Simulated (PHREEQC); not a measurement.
Consider water at 45 °C with 0.23 mol Pb(NO3)2 per kg of water. Closed to the air; pH follows from the charge balance.

Equilibrium calculation in PHREEQC: ion-association model, phreeqc.dat.

```
Quantity                   Value
-----------------  -------------
pH                          4.12
ionic strength     0.444 mol/kgw
activity of water          0.990
```

```json
[
 {"species": "NO3-", "molality": "0.337", "activity": "0.207", "log γ": "-0.212"},
 {"species": "PbNO3+", "molality": "0.123", "activity": "0.0890", "log γ": "-0.141"},
 {"species": "Pb+2", "molality": "0.107", "activity": "0.0291", "log γ": "-0.565"},
 {"species": "H+", "molality": "9.98e-5", "activity": "7.61e-5", "log γ": "-0.118"},
 {"species": "Pb2OH+3", "molality": "8.96e-5", "activity": "4.81e-6", "log γ": "-1.270"},
 {"species": "PbOH+", "molality": "1.02e-5", "activity": "7.38e-6", "log γ": "-0.141"}
]
```

No solid was allowed to form. Away from 25 °C the constants follow the database's enthalpies or fits; those with neither stay at their 25 °C values.
